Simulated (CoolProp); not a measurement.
Vapour-liquid equilibrium of isohexane (1) + n-hexane (2) at -42.95 °C; x and y are mole fractions of (1).

Computed with CoolProp (multi-fluid Helmholtz-energy mixture model, Lemmon 2006 and Thol 2019; pair parameters Bell 2016).

```json
[
 {"x": "0.05", "bubble pressure (MPa)": "0.0003732", "y at the bubble point": "0.086", "dew pressure at overall composition x (MPa)": "0.0003672", "liquid density (mol/L)": "8.284"},
 {"x": "0.2", "bubble pressure (MPa)": "0.0004149", "y at the bubble point": "0.307", "dew pressure at overall composition x (MPa)": "0.0003937", "liquid density (mol/L)": "[?]"},
 {"x": "0.35", "bubble pressure (MPa)": "0.0004552", "y at the bubble point": "[?]", "dew pressure at overall composition x (MPa)": "0.0004241", "liquid density (mol/L)": "[?]"},
 {"x": "0.5", "bubble pressure (MPa)": "0.0004941", "y at the bubble point": "0.632", "dew pressure at overall composition x (MPa)": "0.0004590", "liquid density (mol/L)": "[?]"},
 {"x": "0.65", "bubble pressure (MPa)": "0.0005314", "y at the bubble point": "0.758", "dew pressure at overall composition x (MPa)": "0.0004991", "liquid density (mol/L)": "[?]"},
 {"x": "0.8", "bubble pressure (MPa)": "0.0005672", "y at the bubble point": "0.868", "dew pressure at overall composition x (MPa)": "[?]", "liquid density (mol/L)": "8.234"},
 {"x": "0.95", "bubble pressure (MPa)": "0.0006019", "y at the bubble point": "0.968", "dew pressure at overall composition x (MPa)": "0.0005955", "liquid density (mol/L)": "[?]"}
]
```

Q: What belongs in the gaps?

A: 
- 0.2, liquid density (mol/L): 8.273
- 0.35, y at the bubble point: 0.485
- 0.35, liquid density (mol/L): 8.263
- 0.5, liquid density (mol/L): 8.253
- 0.65, liquid density (mol/L): 8.243
- 0.8, dew pressure at overall composition x (MPa): 0.0005448
- 0.95, liquid density (mol/L): 8.225

No azeotrope shows between x = 0.05 and 0.95.

The pair parameters rest on a limited set of measurements; away from them the model extrapolates.
